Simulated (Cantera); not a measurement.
Charge: 1 mol CS2, 1.5 mol H2O, held at 3100 K.

Method: chemical equilibrium by Gibbs-energy minimisation in Cantera with the NASA 1993 tables (ideal gas, pure condensed phases). Candidate condensed phases: C, C6H6, C7H8, C8H18, H2O, H2SO4, S; 123 gas species. The ideal-gas law is rough above about 30 bar. The numbers say what is thermodynamically allowed, not how fast it happens.

x: gas mole fraction; nothing condenses.

```tsv
P (Pa)	x H	x S	x CO	x H2	x S2	x H2S	x H2O	x O	x SH	x SO	x CO2
10	0.461	0.307	0.154	0.000471	8.37e-5	3.70e-9	3.65e-7	0.0761	6.78e-5	0.000791	1.57e-5
200	0.453	0.299	0.158	0.00907	0.00159	1.39e-6	0.000117	0.0630	0.00129	0.0128	0.000267
3900	0.333	0.255	0.186	0.0960	0.0226	0.000244	0.00630	0.0165	0.0159	0.0556	0.00160
77000	…	…	…	…	…	…	…	…	…	…	…
1500000	…	…	0.263	0.252	0.179	…	…	…	…	…	…
30000000	0.00536	0.00832	0.272	0.191	0.184	0.122	0.102	1.74e-5	0.0640	0.0147	0.0191
```

Question: Some entries are withheld; supply them.

Answer: 
- 1500000, x H: 0.0276
- 1500000, x S: 0.0367
- 1500000, x H2S: 0.0355
- 1500000, x H2O: 0.0735
- 1500000, x O: 0.000190
- 1500000, x SH: 0.0726
- 1500000, x SO: 0.0354
- 1500000, x CO2: 0.0101
- 77000, x H: 0.117
- 77000, x S: 0.128
- 77000, x CO: 0.236
- 77000, x H2: 0.232
- 77000, x S2: 0.112
- 77000, x H2S: 0.00585
- 77000, x H2O: 0.0337
- 77000, x O: 0.00184
- 77000, x SH: 0.0550
- 77000, x SO: 0.0615
- 77000, x CO2: 0.00449
